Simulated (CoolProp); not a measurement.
Water along the isotherm 671.9 K: Z from the reference equation and from simpler models built on Tc = 647.1 K, pc = 220.6 bar, ω = 0.344; each cubic takes its own stable root.

Model: reference Helmholtz-energy equation of state, Wagner 2002, in CoolProp.

```json
[
 {"p (bar)": "41.4", "phase": "gas", "reference": "0.9430", "Redlich-Kwong": "0.9406", "Soave-Redlich-Kwong": "0.9421"},
 {"p (bar)": "82.7", "phase": "gas", "reference": "0.8790", "Redlich-Kwong": "0.8763", "Soave-Redlich-Kwong": "0.8799"},
 {"p (bar)": "124", "phase": "gas", "reference": "0.8060", "Redlich-Kwong": "0.8052", "Soave-Redlich-Kwong": "0.8115"},
 {"p (bar)": "165", "phase": "gas", "reference": "0.7217", "Redlich-Kwong": "0.7244", "Soave-Redlich-Kwong": "0.7349"},
 {"p (bar)": "207", "phase": "gas", "reference": "0.6168", "Redlich-Kwong": "0.6233", "Soave-Redlich-Kwong": "0.6418"},
 {"p (bar)": "248", "phase": "supercritical", "reference": "0.4815", "Redlich-Kwong": "0.4820", "Soave-Redlich-Kwong": "0.5234"},
 {"p (bar)": "290", "phase": "supercritical", "reference": "0.2856", "Redlich-Kwong": "0.3378", "Soave-Redlich-Kwong": "0.3837"},
 {"p (bar)": "331", "phase": "supercritical", "reference": "0.2345", "Redlich-Kwong": "0.3289", "Soave-Redlich-Kwong": "0.3523"}
]
```
